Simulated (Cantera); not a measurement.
Input: 1 mol FeS2, 0.067 mol SO3, 0.26 mol H2O, at 1348.15 K and 0.330 bar.

Cantera equilibrium calculation (NASA polynomials, part measured and part estimated; ideal gas, pure solids and liquids). Candidate condensed phases: Fe, FeO, Fe(OH)2, Fe(OH)3, FeS, FeSO4, FeS2, Fe2O3, Fe2(SO4)3, Fe3O4, H2O, H2SO4, S; 22 gas species. FeS: taken at fixed stoichiometry. Equilibrium is a limit: real reactors are often held back by kinetics, nucleation or transport.

Base state: S2 0.524, H2O 0.237, SO2 0.153, H2S 0.0577, H2 0.0169, S2O 0.00944, SO 0.00126, SH 0.000779 (mole fractions); condensed: FeS(s).

What changes in the equilibrium state with this change: H2O from 0.26 to 2.5 mol?


| species | before | after |
|---|---|---|
| H2O | 0.237 | 0.706 |
| S2 | 0.524 | 0.0963 |
| SO2 | 0.153 | 0.0858 |
| H2 | 0.0169 | 0.0439 |
| H2S | 0.0577 | 0.0644 |
| S2O | 0.00944 | 0.00198 |
| SO | 0.00126 | 0.000618 |
| SH | 0.000779 | 0.000538 |
| FeS(s), mol | 1.00 | 1.000 |

What changes in the equilibrium state with this change: temperature from 1348.15 K to 1550 K?


```json
[
 {"species": "S2", "before": "0.524", "after": "0.523"},
 {"species": "H2O", "before": "0.237", "after": "0.228"},
 {"species": "SO2", "before": "0.153", "after": "0.153"},
 {"species": "H2", "before": "0.0169", "after": "0.0363"},
 {"species": "H2S", "before": "0.0577", "after": "0.0433"},
 {"species": "H", "before": "5.24e-7", "after": "1.04e-5"},
 {"species": "S", "before": "7.23e-6", "after": "8.98e-5"},
 {"species": "SO", "before": "0.00126", "after": "0.00516"},
 {"species": "SH", "before": "0.000779", "after": "0.00270"},
 {"species": "FeS(s), mol", "before": "1.00", "after": "0"},
 {"species": "FeS(l), mol", "before": "0", "after": "1.000"}
]
```

What changes in the equilibrium state with this change: 0.69 mol CO2 added?


```
species        before     after
-----------  --------  --------
CO2                 0     0.388
S2              0.524     0.271
H2O             0.237     0.135
CO                  0    0.0544
H2S            0.0577    0.0238
H2             0.0169   0.00964
SO2             0.153     0.108
COS                 0   0.00434
CS2                 0   1.16e-5
S2O           0.00944   0.00485
SH           0.000779  0.000424
SO            0.00126  0.000900
FeS(s), mol      1.00      1.00
```
Further candidate phases: C, C6H6, C7H8, C8H18, Fe(CO)5.
